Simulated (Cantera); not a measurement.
## Thermodynamics of abatement and gas-phase synthesis, feed H₂S + H₂ + SO₂

Charge: 1 mol H₂S, 2.7 mol H₂, a varied amount of SO₂, at 2323 K and 1 atm.

Method: chemical equilibrium by Gibbs-energy minimisation in Cantera with the NASA 1993 tables (ideal gas, pure condensed phases). Candidate condensed phases: H₂O, H₂SO₄, S; 19 gas species. Equilibrium is a limit: real reactors are often held back by kinetics, nucleation or transport.

From 0.012 mol SO₂ to 0.99 mol SO₂ nothing is condensed.

```json
[
 {"n(SO₂) (mol)": "0.012", "log p H₂": "-0.08", "log p H₂O": "-2.24", "log p S₂": "-1.13", "log p H₂S": "-1.21", "log p SH": "-1.48", "log p SO₂": "-5.81", "log p SO": "-3.76"},
 {"n(SO₂) (mol)": "0.019", "log p H₂": "-0.09", "log p H₂O": "-2.04", "log p S₂": "-1.12", "log p H₂S": "-1.21", "log p SH": "-1.48", "log p SO₂": "-5.41", "log p SO": "-3.56"},
 {"n(SO₂) (mol)": "0.031", "log p H₂": "-0.09", "log p H₂O": "-1.83", "log p S₂": "-1.12", "log p H₂S": "-1.21", "log p SH": "-1.48", "log p SO₂": "-4.97", "log p SO": "-3.34"},
 {"n(SO₂) (mol)": "0.051", "log p H₂": "-0.10", "log p H₂O": "-1.62", "log p S₂": "-1.11", "log p H₂S": "-1.21", "log p SH": "-1.48", "log p SO₂": "-4.53", "log p SO": "-3.11"},
 {"n(SO₂) (mol)": "0.084", "log p H₂": "-0.11", "log p H₂O": "-1.40", "log p S₂": "-1.09", "log p H₂S": "-1.21", "log p SH": "-1.48", "log p SO₂": "-4.07", "log p SO": "-2.88"},
 {"n(SO₂) (mol)": "0.14", "log p H₂": "-0.13", "log p H₂O": "-1.19", "log p S₂": "-1.06", "log p H₂S": "-1.21", "log p SH": "-1.47", "log p SO₂": "-3.59", "log p SO": "-2.63"},
 {"n(SO₂) (mol)": "0.23", "log p H₂": "-0.15", "log p H₂O": "-0.98", "log p S₂": "-1.02", "log p H₂S": "-1.22", "log p SH": "-1.47", "log p SO₂": "-3.10", "log p SO": "-2.38"},
 {"n(SO₂) (mol)": "0.37", "log p H₂": "-0.20", "log p H₂O": "-0.80", "log p S₂": "-0.97", "log p H₂S": "-1.24", "log p SH": "-1.47", "log p SO₂": "-2.60", "log p SO": "-2.12"},
 {"n(SO₂) (mol)": "0.61", "log p H₂": "-0.28", "log p H₂O": "-0.62", "log p S₂": "-0.91", "log p H₂S": "-1.29", "log p SH": "-1.47", "log p SO₂": "-2.05", "log p SO": "-1.83"},
 {"n(SO₂) (mol)": "0.99", "log p H₂": "-0.40", "log p H₂O": "-0.48", "log p S₂": "-0.85", "log p H₂S": "-1.39", "log p SH": "-1.51", "log p SO₂": "-1.52", "log p SO": "-1.54"}
]
```
log p: log10 of the partial pressure in bar; nothing condenses.
